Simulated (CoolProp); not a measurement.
CF4 (R14) at 298.15 K and 0.134 MPa is compressed adiabatically to 0.551 MPa with isentropic efficiency 0.7. Each further row changes one setting.

The numbers come from the reference Helmholtz-energy equation of state, Platzer 1990 in CoolProp. This equation is an older, rougher fit.

```
case             work (kJ/kg)  final temperature (K)  final density (kg/m³)
---------------  ------------  ---------------------  ---------------------
as stated          (withheld)             (withheld)             (withheld)
efficiency 1       (withheld)             (withheld)                   16.4
efficiency 0.65    (withheld)             (withheld)             (withheld)
```

**Question.** Complete the blanks.

**Answer.** 
- as stated, work (kJ/kg): 62.1
- as stated, final temperature (K): 381.9
- as stated, final density (kg/m³): 15.4
- efficiency 1, work (kJ/kg): 43.5
- efficiency 1, final temperature (K): 358.6
- efficiency 0.65, work (kJ/kg): 66.9
- efficiency 0.65, final temperature (K): 387.8
- efficiency 0.65, final density (kg/m³): 15.1
